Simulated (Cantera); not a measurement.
Input: 1 mol PbO, 0.047 mol H2, 3.3 mol N2, equilibrated at 13.3 mbar.

Method: chemical equilibrium by Gibbs-energy minimisation in Cantera with the NASA 1993 tables (ideal gas, pure condensed phases). Candidate condensed phases: H2O, Pb, PbO, PbO2, Pb3O4; 27 gas species. Gases not in the tables: (PbO)n polymers. Rates play no part.

Task: Which condensed phases are stable at each of these points (T (°C)): 902, 952, 1002, 1052, 1102, 1152, 1202, 1252?

Result: 
```tsv
T (°C)	condensed phases	Pb condensed (%)
902	PbO(l)	94.3
952	PbO(l)	92.4
1002	PbO(l)	87.7
1052	PbO(l)	75.7
1102	PbO(l)	45.2
1152	gas only	0.0
1202	gas only	0.0
1252	gas only	0.0
```

From 902 °C to 1102 °C the condensed part is PbO(l). From 1152 °C to 1252 °C nothing is condensed.
